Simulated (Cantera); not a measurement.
Cantera run, input and output.

```python
import numpy as np
import cantera as ct

surf = ct.Interface("diamond.yaml", "diamond_100")
gas, bulk = surf.adjacent["gas"], surf.adjacent["diamond"]
k = surf.kinetics_species_index(bulk.species_names[0])
cover = ["c6HH", "c6H*", "c6*H", "c6**", "c6HM", "c6B"]

rows, drift = [], 0.0
print(f"{'P':>10s}{'um/h':>11s}" + "".join(f"{s:>11s}" for s in cover))
for v in [430, 690, 1100, 1800, 2800, 4500, 7300, 12000]:
    T, P, xH, xCH3 = 1050, v, 0.0064, 0.00088
    gas.TPX = T, P, {"H": xH, "CH3": xCH3, "CH4": 0.0025, "H2": 1 - xH - xCH3 - 0.0025}
    surf.TP = bulk.TP = T, P
    surf.coverages = "c6H*:0.1, c6HH:0.9"
    surf.advance_coverages(100.0)
    before = surf.coverages
    surf.advance_coverages(100.0)
    drift = max(drift, np.max(np.abs(surf.coverages - before) / (surf.coverages + 1e-9)))
    rate = surf.net_production_rates[k] * bulk.mean_molecular_weight / bulk.density * 3.6e9
    rows.append([rate, *surf[cover].coverages])
    print(f"{v:10.4g}{rate:11.4e}" + "".join(f"{x:11.3e}" for x in rows[-1][1:]))
```

It prints:

```
         P       um/h       c6HH       c6H*       c6*H       c6**       c6HM        c6B
       430 1.1416e+00  5.320e-01  2.199e-02  3.937e-01  1.255e-02  2.725e-02  3.098e-09
       690 2.2383e+00  5.270e-01  2.178e-02  3.897e-01  1.243e-02  3.371e-02  6.074e-09
      1100 4.1472e+00  5.226e-01  2.159e-02  3.862e-01  1.232e-02  3.949e-02  1.125e-08
      1800 7.6047e+00  5.187e-01  2.143e-02  3.832e-01  1.222e-02  4.449e-02  2.064e-08
      2800 1.2696e+01  5.161e-01  2.132e-02  3.812e-01  1.216e-02  4.788e-02  3.445e-08
      4500 2.1482e+01  5.141e-01  2.126e-02  3.795e-01  1.211e-02  5.051e-02  5.829e-08
      7300 3.6059e+01  5.127e-01  2.123e-02  3.784e-01  1.208e-02  5.233e-02  9.785e-08
   1.2e+04 6.0617e+01  5.117e-01  2.125e-02  3.776e-01  1.207e-02  5.355e-02  1.645e-07
```

Cantera simulation using the Harris–Goodwin 1993 mechanism for the reconstructed diamond (100) surface; the numbers are that mechanism's predictions, not measurements.
